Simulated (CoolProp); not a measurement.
The fluid at 561.26 K and 7.53 MPa is throttled through a valve to 4.47 MPa with no heat exchange. The same conditions are run with several fluids, on thermodynamics alone (safety and materials aside).

Computed with CoolProp (reference Helmholtz-energy equation of state of each fluid (n-nonane: Lemmon 2006; propylene glycol: Eisenbach 2021; decamethyltetrasiloxane (MD2M): Thol 2017; tetradecamethylhexasiloxane (MD4M): Thol 2019; dodecamethylcyclohexasiloxane (D6): Colonna 2008)).

Task: Rank n-nonane, propylene glycol, decamethyltetrasiloxane (MD2M), tetradecamethylhexasiloxane (MD4M), dodecamethylcyclohexasiloxane (D6) by temperature change (K), highest first.

Result: tetradecamethylhexasiloxane (MD4M) (+0.4), dodecamethylcyclohexasiloxane (D6) (+0.2), propylene glycol (-0.0), decamethyltetrasiloxane (MD2M) (-0.1), n-nonane (-0.8)

```tsv
fluid	final density (kg/m³)
n-nonane	474
propylene glycol	780
decamethyltetrasiloxane (MD2M)	582
tetradecamethylhexasiloxane (MD4M)	640
dodecamethylcyclohexasiloxane (D6)	692
```
